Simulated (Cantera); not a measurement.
What does this Cantera script print?

```python
import numpy as np
import cantera as ct

surf = ct.Interface("ptcombust.yaml", "Pt_surf")
gas = surf.adjacent["gas"]
gas.TPX = 775, 79000, {'H2': 0.005, 'O2': 0.044, 'N2': 0.79}
surf.TP = 775, 79000
reactor = ct.FlowReactor(gas, clone=False)
reactor.area = 0.0001  # m2
reactor.surface_area_to_volume_ratio = 2500  # 1/m
reactor.mass_flow_rate = 2.2 * reactor.area * gas.density  # inlet velocity 2.2 m/s
reactor.energy_enabled = False
wall = ct.ReactorSurface(surf, reactor, clone=False)
net = ct.ReactorNet([reactor])
net.rtol, net.atol = 1e-8, 1e-16
show, cover = ['H2', 'O2', 'H2O'], ['PT(S)', 'H(S)', 'O(S)', 'OH(S)', 'CO(S)', 'C(S)']

rows = []
print(f"{'z/m':>9s}{'u/(m/s)':>9s}" + "".join(f"{s:>13s}" for s in show + cover))
for z in [7.1e-05, 0.00012, 0.0002, 0.00033, 0.00055, 0.00092, 0.0015, 0.0026, 0.0043, 0.0071]:
    net.advance(z)
    rows.append([reactor.speed, *gas[show].X, *surf[cover].coverages])
    print(f"{z:9.4g}{rows[-1][0]:9.3g}" + "".join(f"{x:13.4e}" for x in rows[-1][1:]))
```

Output:

```
      z/m  u/(m/s)           H2           O2          H2O        PT(S)         H(S)         O(S)        OH(S)        CO(S)         C(S)
  7.1e-05      2.2   3.7319e-03   5.1385e-02   2.2342e-03   1.4091e-01   3.2349e-08   8.5672e-01   2.3685e-03  -1.9018e-26   5.0827e-30
  0.00012      2.2   2.9443e-03   5.1011e-02   3.0242e-03   1.1477e-01   2.3094e-08   8.8295e-01   2.2808e-03   4.3004e-26   6.4004e-29
   0.0002      2.2   2.1619e-03   5.0639e-02   3.8089e-03   9.0024e-02   1.5486e-08   9.0783e-01   2.1458e-03   1.4479e-26   9.1076e-30
  0.00033      2.2   1.4624e-03   5.0306e-02   4.5106e-03   6.9930e-02   1.0168e-08   9.2808e-01   1.9886e-03   4.6668e-27   2.1514e-31
  0.00055     2.19   8.7168e-04   5.0026e-02   5.1030e-03   5.5317e-02   6.8138e-09   9.4284e-01   1.8397e-03  -6.9280e-27  -8.0421e-30
  0.00092     2.19   4.2991e-04   4.9816e-02   5.5461e-03   4.6159e-02   4.9458e-09   9.5211e-01   1.7273e-03   1.1923e-28  -1.1118e-31
   0.0015     2.19   1.6432e-04   4.9690e-02   5.8125e-03   4.1424e-02   4.0545e-09   9.5691e-01   1.6622e-03  -1.1559e-26  -5.9221e-30
   0.0026     2.19   3.0463e-05   4.9626e-02   5.9467e-03   3.9253e-02   3.6633e-09   9.5912e-01   1.6305e-03   5.3607e-29   8.0146e-32
   0.0043     2.19   2.4154e-06   4.9613e-02   5.9749e-03   3.8815e-02   3.5859e-09   9.5956e-01   1.6240e-03   1.0150e-31   1.5110e-34
   0.0071     2.19   3.7801e-08   4.9611e-02   5.9772e-03   3.8779e-02   3.5794e-09   9.5960e-01   1.6234e-03  -1.2826e-29  -1.9219e-32
```

Cantera simulation using Deutschmann's 1995 Pt surface mechanism with GRI-Mech 3.0 gas chemistry; the numbers are that mechanism's predictions, not measurements. Catalytic surfaces can have several steady states; this one follows from the mechanism file's or the stated starting coverage. Mass transfer to the wall is taken as infinitely fast.
